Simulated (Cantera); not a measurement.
Cantera run:

```python
import numpy as np
import cantera as ct

gas_names = """
    CL CLO CL2 H HCL HOCL HO2 H2 H2O H2O2 O OH O2 O3 Si SiCL SiCL2 SiCL3 SiCL4 SiH SiHCL3 SiH2 SiH2CL2
    SiH3 SiH3CL SiH4 SiO SiO2 Si2 Si3
""".split()
cond_names = """
    H2O(s) H2O(L) Si(cr) Si(L) SiO2(Lqz) SiO2(hqz) SiO2(L)
""".split()


# ... load() reads the species with a 1 bar reference pressure and builds the phases ...
atoms = {
    'SiH2Cl2': {'Si': 1, 'H': 2, 'CL': 2},
    'O2': {'O': 2},
    'H2O': {'H': 2, 'O': 1},
}
top_T = {}  # K; cautious upper limits of use, not melting points


# ... equilibrate(T, P, feed) seeds the gas with the atoms and calls Mixture.equilibrate('TP', solver="vcs", rtol=1e-11, max_steps=5000) ...
results = []
feed = {'SiH2Cl2': 1, 'O2': 12, 'H2O': 2.2}  # mol
T = 1873  # K
P = 100000  # Pa
mix = equilibrate(T, P, feed)
results.append((T, P, feed, dict(zip(mix.species_names, mix.species_moles))))
x = sorted(zip(gas.X, gas.species_names), reverse=True)
print(f"T = {T:g} K  P = {P:g} Pa  gas = {mix.phase_moles(0):.4g} mol")
print("   x: " + "  ".join(f"{s} {v:.3e}" for v, s in x if v > 1e-05))
print("   condensed (mol): " + ("  ".join(f"{mix.phase(i).name} {mix.phase_moles(i):.4g}"
      for i in range(1, mix.n_phases) if mix.phase_moles(i) > 1e-12) or "none"))
```

It prints:

```
T = 1873 K  P = 100000 Pa  gas = 15.25 mol
   x: O2 7.168e-01  H2O 1.509e-01  HCL 1.159e-01  CL 1.319e-02  OH 1.760e-03  CL2 9.002e-04  O 2.001e-04  CLO 1.865e-04  HOCL 4.021e-05  H2 1.846e-05
   condensed (mol): SiO2(L) 1
```

These are equilibrium values from Cantera (NASA tables, ideal gas, pure condensed phases), not measurements of a reactor. The tables hold silica as quartz up to 1696 K and as liquid above; real silica turns to tridymite and cristobalite and melts near 1996 K. Gases not in the tables: Si(OH)4.
